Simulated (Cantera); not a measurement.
Cantera run:

```python
import numpy as np
import cantera as ct

gas_names = """
    CL CLO CL2 H HCL HNO HNO2 HNO3 HOCL HO2 H2 H2O H2O2 N NH NH2 NH3 NH2OH NO NO2 NO3 N2 N2H2 N2H4 N2O O
    OH O2 O3 Si SiCL SiCL2 SiCL3 SiCL4 SiH SiHCL3 SiH2 SiH2CL2 SiH3 SiH3CL SiH4 SiN SiO SiO2 Si2 Si2N
    Si3
""".split()
cond_names = """
    H2O(s) H2O(L) NH4CL(a) NH4CL(b) Si(cr) Si(L) SiO2(Lqz) SiO2(hqz) SiO2(L) Si2N2O(s) Si3N4(a)
""".split()


def load(file, names, dense=False):
    # The tables refer to 1 bar. Condensed volumes are neglected.
    table = {s.name: s for s in ct.Species.list_from_file(file)}
    out = []
    for n in names:
        d = dict(table[n].input_data)
        d["thermo"] = dict(d["thermo"], **{"reference-pressure": 1e5})
        if dense:
            d["equation-of-state"] = {"model": "constant-volume", "density": "1e6 g/cm^3"}
        out.append(ct.Species.from_dict(d))
    return out


gas = ct.Solution(thermo="ideal-gas", species=load("nasa_gas.yaml", gas_names))
cond = {s.name: ct.Solution(thermo="fixed-stoichiometry", species=[s], name=s.name)
        for s in load("nasa_condensed.yaml", cond_names, dense=True)}
atoms = {
    'SiH2Cl2': {'Si': 1, 'H': 2, 'CL': 2},
    'N2O': {'N': 2, 'O': 1},
    'H2': {'H': 2},
}
top_T = {'Si2N2O(s)': 2100, 'Si3N4(a)': 2400}  # K; cautious upper limits of use, not melting points


def equilibrate(T, P, feed):
    n = {}
    for name, mol in feed.items():
        for a, k in atoms[name].items():
            n[a] = n.get(a, 0.0) + k * mol
    gas.TPX = T, P, n
    mass = sum(n.values()) * gas.mean_molecular_weight
    gas.equilibrate("TP")
    valid = [c for c in cond.values() if c.min_temp <= T <= top_T.get(c.name, c.max_temp)]
    mix = ct.Mixture([(gas, mass / gas.mean_molecular_weight)] + [(c, 0.0) for c in valid])
    mix.T, mix.P = T, P
    mix.equilibrate("TP", solver="vcs", rtol=1e-11, max_steps=5000)
    return mix


results = []
feed = {'SiH2Cl2': 1, 'N2O': 0.22, 'H2': 36}  # mol
T = 1298.15  # K
P = 1000  # Pa
mix = equilibrate(T, P, feed)
results.append((T, P, feed, dict(zip(mix.species_names, mix.species_moles))))
print(gas.report(threshold=0.0001))
for i in range(1, mix.n_phases):
    print(f"{mix.phase(i).name:16s} {mix.phase_moles(i):12.5e} mol")
```

It prints:

```
       temperature   1298.2 K
          pressure   1000 Pa
           density   0.00036848 kg/m^3
  mean mol. weight   3.9772 kg/kmol
   phase of matter   gas

                          1 kg             1 kmol
                     ---------------   ---------------
          enthalpy        6.3431e+06        2.5228e+07  J
   internal energy        3.6293e+06        1.4434e+07  J
           entropy             54737         2.177e+05  J/K
    Gibbs function       -6.4714e+07       -2.5738e+08  J
 heat capacity c_p            7980.2             31739  J/K
 heat capacity c_v            5889.6             23424  J/K

                      mass frac. Y      mole frac. X     chem. pot. / RT
                     ---------------   ---------------   ---------------
               HCL           0.38245          0.041721           -41.314
                H2           0.48307           0.95302           -22.845
             SiCL2           0.12097         0.0048607           -64.021
             SiCL3          0.007917        0.00023422           -93.912
     [  +43 minor]         0.0055884        0.00016601

Si(cr)            3.60974e-01 mol
SiO2(hqz)         0.00000e+00 mol
Si2N2O(s)         2.19858e-01 mol
Si3N4(a)          0.00000e+00 mol
```

Method: chemical equilibrium by Gibbs-energy minimisation in Cantera with the NASA 1993 tables (ideal gas, pure condensed phases). Mutual solubility and eutectic melting of coexisting phases are not modelled. The tables' values for SiCl3 are old estimates; treat these amounts as uncertain.
